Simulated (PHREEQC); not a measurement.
0.032 g of hydrous ferric oxide (600 m²/g; 0.2 weak and 0.005 strong sites per Fe, Dzombak-Morel constants, diffuse double layer) in 1 kg of water with 0.005 mol/kgw of an inert sodium salt and 0.0011 mmol/kgw CuSO4 and 0.069 mmol/kgw CaCl2, at 25 °C; the pH is set by adding NaOH or the inert anion's acid. O2 is buffered at 0.21 atm. The system is closed to CO2. Nothing may precipitate in this run.

Computed with PHREEQC (ion-association model, wateq4f.dat).

| pH | S sorbed (%) | Cu sorbed (%) | Ca sorbed (%) | surface charge σ (C/m²) | surface potential ψ (mV) |
|---|---|---|---|---|---|
| 4 | 99.9 | 0.3 | 0.0 | 0.179 | 192 |
| 4.38 | 99.6 | 1.5 | 0.0 | 0.139 | 179 |
| 4.75 | 99.0 | 6.3 | 0.0 | 0.107 | 166 |
| 5.12 | 97.1 | 22.1 | 0.0 | 0.080 | 151 |
| 5.5 | 90.6 | 53.5 | 0.0 | 0.058 | 135 |
| 5.88 | 72.6 | 82.5 | 0.0 | 0.042 | 118 |
| 6.25 | 41.3 | 95.2 | 0.0 | 0.030 | 101 |
| 6.62 | 14.6 | 98.7 | 0.0 | 0.021 | 83 |
| 7.38 | 0.7 | 99.6 | 0.2 | 0.008 | 43 |
| 7.75 | 0.2 | 99.5 | 0.7 | 0.004 | 23 |
| 8.12 | 0.0 | 99.2 | 1.9 | 0.001 | 4 |
| 8.5 | 0.0 | 98.7 | 4.7 | -0.002 | -13 |
| 8.88 | 0.0 | 97.5 | 11.4 | -0.005 | -27 |
| 9.25 | 0.0 | 94.4 | 21.7 | -0.006 | -34 |
| 9.62 | 0.0 | 85.0 | 32.2 | -0.007 | -38 |
| 10 | 0.0 | 61.7 | 40.7 | -0.007 | -40 |

The database's constant for dissolved Cu(OH)2 is higher than later reviews accept.
